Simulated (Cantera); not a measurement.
Low-pressure radical oxidation in H2/O2

An isothermal, constant-pressure homogeneous reactor starts with H₂ : O₂ : N₂ = 0.024 : 1 : 0.39 (molar parts), at 1100 K and 3.68 Torr.

Cantera simulation using GRI-Mech 3.0 (53 species, 325 reactions); the numbers are that mechanism's predictions, not measurements. Radical loss at walls, strong at low pressure, is not modelled.

```csv
t (s),x H₂,x O₂,x OH,x NO,x H₂O,x N₂O,x H₂O₂
6.00e-5,0.0170,0.707,3.16e-12,<1e-12,<1e-12,<1e-12,<1e-12
0.000350,0.0170,0.707,7.30e-11,<1e-12,1.52e-11,<1e-12,<1e-12
0.00204,0.0170,0.707,1.22e-9,<1e-12,1.46e-9,<1e-12,<1e-12
0.0119,0.0170,0.707,2.29e-6,<1e-12,4.94e-6,<1e-12,1.00e-11
0.0693,0.000150,0.694,0.000875,8.72e-9,0.0155,7.74e-10,1.11e-8
0.404,8.42e-5,0.699,0.000656,3.66e-8,0.0163,1.88e-9,1.15e-8
2.35,1.18e-5,0.704,0.000247,4.83e-8,0.0170,2.51e-9,9.70e-9
13.7,5.54e-7,0.705,5.40e-5,4.90e-8,0.0171,2.91e-9,3.31e-9
80.0,3.21e-8,0.705,1.31e-5,4.91e-8,0.0171,2.98e-9,4.82e-10
```
x: mole fraction; the columns are a selection and need not sum to one.

Equilibrium at this temperature and pressure: H₂ 3.86e-10, O₂ 0.705, OH 1.44e-6, NO 9.30e-5, H₂O 0.0171, N₂O 2.91e-10, H₂O₂ 9.09e-12 (gas phase only).
